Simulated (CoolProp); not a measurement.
A single-stage vapour-compression cycle with the fluid: evaporating at 193.15 K (dew point), condensing at 240.15 K (bubble point), superheat 5 K, subcooling 8 K, compressor efficiency 0.7, no pressure losses. The same conditions are run with several fluids, on thermodynamics alone (safety and materials aside).

The numbers come from the reference Helmholtz-energy equation of state of each fluid (R13: Platzer 1990; ethane: Bücker 2006; ethylene: Smukala 2000; CH2F2 (R32): Tillner-Roth 1997; hydrogen chloride: Thol 2018; C2F6 (R116): Lemmon 2006) in CoolProp. The equations of Platzer and Polt are older, rougher fits.

```json
[
 {"fluid": "R13", "cooling COP": "2.40", "pressure ratio": "6.99", "discharge temperature (K)": "(withheld)", "refrigerating effect (kJ/kg)": "115", "volumetric capacity (kJ/m³)": "828"},
 {"fluid": "ethane", "cooling COP": "2.40", "pressure ratio": "6.17", "discharge temperature (K)": "306.7", "refrigerating effect (kJ/kg)": "383", "volumetric capacity (kJ/m³)": "1150"},
 {"fluid": "ethylene", "cooling COP": "(withheld)", "pressure ratio": "5.23", "discharge temperature (K)": "(withheld)", "refrigerating effect (kJ/kg)": "349", "volumetric capacity (kJ/m³)": "2180"},
 {"fluid": "CH2F2 (R32)", "cooling COP": "2.33", "pressure ratio": "12.9", "discharge temperature (K)": "383.7", "refrigerating effect (kJ/kg)": "353", "volumetric capacity (kJ/m³)": "210"},
 {"fluid": "hydrogen chloride", "cooling COP": "2.25", "pressure ratio": "7.32", "discharge temperature (K)": "408.5", "refrigerating effect (kJ/kg)": "376", "volumetric capacity (kJ/m³)": "1150"},
 {"fluid": "C2F6 (R116)", "cooling COP": "2.33", "pressure ratio": "7.55", "discharge temperature (K)": "260.0", "refrigerating effect (kJ/kg)": "82.0", "volumetric capacity (kJ/m³)": "653"}
]
```

### Question
What belongs in the gaps?

### Answer

- R13, discharge temperature (K): 289.3
- ethylene, cooling COP: 2.26
- ethylene, discharge temperature (K): 317.2
